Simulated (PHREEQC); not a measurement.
Solution (25 °C): 0.023 mol/kgw H2SO4. Closed to the air; pH follows from the charge balance.

Equilibrium calculation in PHREEQC: ion-association model, phreeqc.dat.

Each row changes one thing in this solution. No solid was allowed to form.

```json
[
 {"case": "as made", "pH": "1.56", "ionic strength (mol/kgw)": "0.0409", "HSO4- (mol/kgw)": "0.0140", "SO4-2 (mol/kgw)": "0.00895"},
 {"case": "H2SO4 from 0.023 to 0.0046 mol/kgw", "pH": "?", "ionic strength (mol/kgw)": "?", "HSO4- (mol/kgw)": "?", "SO4-2 (mol/kgw)": "0.00307"},
 {"case": "temperature from 25 to 75 °C", "pH": "1.63", "ionic strength (mol/kgw)": "0.0310", "HSO4- (mol/kgw)": "?", "SO4-2 (mol/kgw)": "0.00400"},
 {"case": "H2SO4 replaced by NaHSO4 at the same molality", "pH": "1.92", "ionic strength (mol/kgw)": "0.0499", "HSO4- (mol/kgw)": "?", "SO4-2 (mol/kgw)": "0.0134"},
 {"case": "H2SO4 from 0.023 to 0.0207 mol/kgw", "pH": "1.60", "ionic strength (mol/kgw)": "0.0375", "HSO4- (mol/kgw)": "0.0123", "SO4-2 (mol/kgw)": "0.00841"},
 {"case": "temperature from 25 to 30 °C", "pH": "1.57", "ionic strength (mol/kgw)": "0.0399", "HSO4- (mol/kgw)": "0.0146", "SO4-2 (mol/kgw)": "0.00843"}
]
```

**Question.** Some entries are withheld; supply them.

**Answer.** 
- H2SO4 from 0.023 to 0.0046 mol/kgw, pH: 2.16
- H2SO4 from 0.023 to 0.0046 mol/kgw, ionic strength (mol/kgw): 0.0107
- H2SO4 from 0.023 to 0.0046 mol/kgw, HSO4- (mol/kgw): 0.00153
- temperature from 25 to 75 °C, HSO4- (mol/kgw): 0.0190
- H2SO4 replaced by NaHSO4 at the same molality, HSO4- (mol/kgw): 0.00887

At this temperature some constants are extrapolated from 25 °C, and those without enthalpy data are left unchanged.
